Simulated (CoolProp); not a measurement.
Vapour-liquid equilibrium of benzene (1) + n-octane (2) at 157.05 °C; x and y are mole fractions of (1).

The numbers come from the multi-fluid Helmholtz-energy mixture model, Thol 2012 and Beckmüller 2019; pair parameters Bell 2016 in CoolProp.

```json
[
 {"x": "0.05", "bubble pressure, mixture model (MPa)": "0.2497", "bubble pressure, Raoult's law (MPa)": "0.2472", "y, mixture model": "0.134", "y, Raoult's law": "0.136"},
 {"x": "0.15", "bubble pressure, mixture model (MPa)": "0.3002", "bubble pressure, Raoult's law (MPa)": "0.2918", "y, mixture model": "0.341", "y, Raoult's law": "0.345"},
 {"x": "0.25", "bubble pressure, mixture model (MPa)": "0.3503", "bubble pressure, Raoult's law (MPa)": "0.3364", "y, mixture model": "0.491", "y, Raoult's law": "0.498"},
 {"x": "0.35", "bubble pressure, mixture model (MPa)": "0.3987", "bubble pressure, Raoult's law (MPa)": "0.3809", "y, mixture model": "0.603", "y, Raoult's law": "0.616"},
 {"x": "0.45", "bubble pressure, mixture model (MPa)": "0.4450", "bubble pressure, Raoult's law (MPa)": "0.4255", "y, mixture model": "0.690", "y, Raoult's law": "0.709"},
 {"x": "0.55", "bubble pressure, mixture model (MPa)": "0.4889", "bubble pressure, Raoult's law (MPa)": "0.4701", "y, mixture model": "0.761", "y, Raoult's law": "0.785"},
 {"x": "0.65", "bubble pressure, mixture model (MPa)": "0.5310", "bubble pressure, Raoult's law (MPa)": "0.5146", "y, mixture model": "0.821", "y, Raoult's law": "0.847"},
 {"x": "0.75", "bubble pressure, mixture model (MPa)": "0.5716", "bubble pressure, Raoult's law (MPa)": "0.5592", "y, mixture model": "0.875", "y, Raoult's law": "0.899"},
 {"x": "0.85", "bubble pressure, mixture model (MPa)": "0.6113", "bubble pressure, Raoult's law (MPa)": "0.6038", "y, mixture model": "0.926", "y, Raoult's law": "0.944"},
 {"x": "0.95", "bubble pressure, mixture model (MPa)": "0.6508", "bubble pressure, Raoult's law (MPa)": "0.6483", "y, mixture model": "0.975", "y, Raoult's law": "0.983"}
]
```

The largest gap from Raoult's law is +4.7 % in bubble pressure, at x = 0.35. No azeotrope shows between x = 0.05 and 0.95.

Pair parameters are fitted to limited data, so mixtures are less certain than the pure fluids.
